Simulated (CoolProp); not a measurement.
R22 at 293.15 K and 1.53 MPa is throttled through a valve to 0.716 MPa with no heat exchange. Each further row changes one setting.

The numbers come from the reference Helmholtz-energy equation of state, Kamei 1995 in CoolProp.

| case | temperature change (K) | final phase | final density (kg/m³) |
|---|---|---|---|
| as stated | -8.3 | two-phase, vapour fraction 0.052 | 402 |
| outlet pressure 0.215 MPa | -43.4 | two-phase, vapour fraction 0.229 | ? |
| outlet pressure 0.931 MPa | ? | ? | ? |

Task: What belongs in the gaps?

Result: 
- outlet pressure 0.215 MPa, final density (kg/m³): 40.7
- outlet pressure 0.931 MPa, temperature change (K): +0.0
- outlet pressure 0.931 MPa, final phase: liquid
- outlet pressure 0.931 MPa, final density (kg/m³): 1210
